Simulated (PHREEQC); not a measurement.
Make-up at 35 °C: 4.4 mmol/kgw KHCO3. Closed to the air; pH follows from the charge balance.

Computed with PHREEQC (ion-association model, phreeqc.dat).

Question: The ionic strength comes out as 0.00445 mol/kgw. What activity coefficients do K+, OH-, CO3-2, HCO3- get?

Answer: K+ 0.93, OH- 0.93, CO3-2 0.75, HCO3- 0.93.

This is a speciation only: nothing precipitates in the calculation. Complexes and solids missing from the database can't appear.
